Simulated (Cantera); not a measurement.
**Gas activation for diamond growth**

An isothermal, constant-pressure homogeneous reactor starts with CH4 : H2 : CO2 = 0.0032 : 1 : 0.029 (molar parts), at 2673 K and 1800 Pa.

Computed with Cantera and GRI-Mech 3.0 (53 species, 325 reactions). Radical loss at walls, strong at low pressure, is not modelled.

| t (s) | x CH4 | x H2 | x CO2 | x O | x C2H2 |
|---|---|---|---|---|---|
| 0.000100 | 0.00298 | 0.967 | 0.0279 | 1.48e-8 | 2.99e-8 |
| 0.000315 | 0.00282 | 0.962 | 0.0261 | 4.42e-8 | 7.63e-7 |
| 0.000990 | 0.00238 | 0.942 | 0.0140 | 5.68e-7 | 2.11e-5 |
| 0.00312 | 0.00119 | 0.910 | 0.000194 | 5.54e-6 | 0.000358 |
| 0.00981 | 0.000149 | 0.891 | 0.000121 | 1.46e-5 | 0.000474 |
| 0.0309 | 1.02e-6 | 0.863 | 0.000119 | 3.49e-5 | 4.17e-6 |
| 0.0972 | 7.49e-12 | 0.794 | 0.000116 | 0.000131 | <1e-12 |
| 0.306 | <1e-12 | 0.688 | 0.000112 | 0.000449 | <1e-12 |
| 0.962 | <1e-12 | 0.645 | 0.000110 | 0.000655 | <1e-12 |
| 3.03 | <1e-12 | 0.644 | 0.000110 | 0.000660 | <1e-12 |
| 9.53 | <1e-12 | 0.644 | 0.000110 | 0.000660 | <1e-12 |
| 30.0 | <1e-12 | 0.644 | 0.000110 | 0.000660 | <1e-12 |
x: mole fraction; the columns are a selection and need not sum to one.

Equilibrium at this temperature and pressure: CH4 <1e-12, H2 0.644, CO2 0.000110, O 0.000660, C2H2 <1e-12 (gas phase only).
